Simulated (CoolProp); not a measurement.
Saturation properties of octamethylcyclotetrasiloxane (D4).

The numbers come from the reference Helmholtz-energy equation of state, Thol 2015 in CoolProp.

```
T (K)  p (bar)  enthalpy of vaporisation (kJ/kg)  vapour Z
-----  -------  --------------------------------  --------
332.6  0.01245                             173.0    0.9974
343    0.02177                             169.3    0.9959
353.3  0.03627                             165.6    0.9938
363.6  0.05817                             162.0    0.9911
373.9  0.09015                             158.4    0.9875
384.2   0.1354                             154.8    0.9828
394.5   0.1979                             151.1    0.9771
404.8   0.2818                             147.4    0.9701
415.1   0.3923                             143.7    0.9618
425.4   0.5348                             139.9    0.9519
435.7   0.7155                             136.0    0.9404
```

It boils at 448.9 K under 1 atm.
